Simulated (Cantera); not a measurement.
A perfectly stirred reactor is fed with 3.43 % CH4, 95.3 % H2, 1.24 % CO2, at 0.132 atm; it is held at 2350 K, and followed from long to short residence time.

Cantera simulation using GRI-Mech 3.0 (53 species, 325 reactions); the numbers are that mechanism's predictions, not measurements. GRI-Mech 3.0 stops at C3 and has no aromatics, soot or wall deposition, so with more carbon than oxygen in the feed, carbon stays in small species such as C2H2 where larger ones or solid carbon would form.

### Question
Predict: x(CH4) at τ = 0.590 s; x(H2) at τ = 0.590 s; x(CO2) at τ = 0.590 s; x(CH2) at τ = 0.590 s; x(CH4) at τ = 26.0 ms; x(H2) at τ = 26.0 ms; x(CO2) at τ = 26.0 ms; x(CH2) at τ = 26.0 ms.

### Answer
```
Quantity                 Result
---------------------  --------
x(CH4) at τ = 0.590 s  0.000184
x(H2) at τ = 0.590 s      0.934
x(CO2) at τ = 0.590 s   2.27e-6
x(CH2) at τ = 0.590 s   6.10e-6
x(CH4) at τ = 26.0 ms   0.00116
x(H2) at τ = 26.0 ms      0.938
x(CO2) at τ = 26.0 ms   5.31e-5
x(CH2) at τ = 26.0 ms   2.32e-5
```
